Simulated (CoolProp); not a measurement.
The fluid at 409.25 K and 2.7 MPa (stagnation) flows isentropically through a choked orifice. The same conditions are run with several fluids, on thermodynamics alone (safety and materials aside).

Model: reference Helmholtz-energy equation of state of each fluid (CH3F (R41): Lemmon 2006; methane: Setzmann 1991; fluoroethane (R161): Wu 2012; ethane: Bücker 2006; sulfur hexafluoride: Guder 2009), in CoolProp.

**Question.** Rank CH3F (R41), methane, fluoroethane (R161), ethane, sulfur hexafluoride by throat to inlet pressure ratio, highest first.

**Answer.** sulfur hexafluoride (0.599), fluoroethane (R161) (0.591), ethane (0.578), CH3F (R41) (0.557), methane (0.548)

| fluid | mass flux (kg/(m² s)) | throat temperature (K) |
|---|---|---|
| CH3F (R41) | 5810 | 362.8 |
| methane | 3910 | 359.8 |
| fluoroethane (R161) | 6820 | 381.1 |
| ethane | 5280 | 378.6 |
| sulfur hexafluoride | 11400 | 391.7 |
